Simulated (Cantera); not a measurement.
An adiabatic, constant-pressure homogeneous reactor starts with CH4 : CO : O2 : N2 = 1 : 0.09 : 1.36 : 5.13 (molar parts), at 1698 K and 7.00 bar.

Detailed kinetics in Cantera: GRI-Mech 3.0 (53 species, 325 reactions).

x: mole fraction; the columns are a selection and need not sum to one.

```csv
t (s),T (K),x CH4,x CO,x O2,x CH2O,x NO
6.00e-6,1698,0.132,0.0119,0.179,6.14e-5,1.65e-12
1.35e-5,1699,0.131,0.0119,0.179,0.000365,8.74e-12
3.03e-5,1718,0.125,0.0128,0.175,0.00185,7.06e-11
6.82e-5,2918,5.08e-12,0.0986,0.00124,1.82e-8,…
0.000153,2931,6.80e-12,0.0988,0.000994,1.91e-8,…
0.000345,2926,7.08e-12,0.0990,0.000945,1.93e-8,…
0.000775,2925,7.16e-12,0.0990,0.000931,1.93e-8,0.00256
0.00174,2925,7.16e-12,0.0990,0.000931,1.93e-8,0.00256
0.00391,2925,7.16e-12,0.0990,0.000931,1.93e-8,0.00256
0.00880,2925,7.16e-12,0.0990,0.000931,1.93e-8,0.00256
0.0198,2925,7.16e-12,0.0990,0.000931,1.93e-8,0.00256
0.0445,2925,7.16e-12,0.0990,0.000931,1.93e-8,0.00256
0.100,2925,7.16e-12,0.0990,0.000931,1.93e-8,0.00256
```

Task: Fill in the missing entries.

Result: 
- 6.82e-5, x NO: 0.000428
- 0.000153, x NO: 0.00136
- 0.000345, x NO: 0.00230
